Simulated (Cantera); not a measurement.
A freely propagating, adiabatic, planar premixed flame of 48.0 % H2, 10.9 % O2, 41.1 % N2, equivalence ratio 2.2, unburnt at 573 K and 2.17 atm; mixture-averaged transport, grid criteria slope 0.08 and curve 0.16, no radiation.

Cantera simulation using the H2/O2 subset of GRI-Mech 3.0, which has no nitrogen chemistry; the numbers are that mechanism's predictions, not measurements. The hydrogen kinetics of GRI-Mech 3.0 are dated; newer H2 mechanisms differ, most at raised pressure. Burning velocities carry a grid error of a few per cent, more on coarse grids.

**Question.** Predict: laminar burning velocity; thermal thickness; peak x(H); peak x(OH); peak x(H2O2); peak x(O).

**Answer.** 
| Property | Result |
|---|---|
| laminar burning velocity | 847 cm/s |
| thermal thickness | 0.163 mm |
| peak x(H) | 0.0721 |
| peak x(OH) | 0.00369 |
| peak x(H2O2) | 2.27e-5 |
| peak x(O) | 0.00282 |
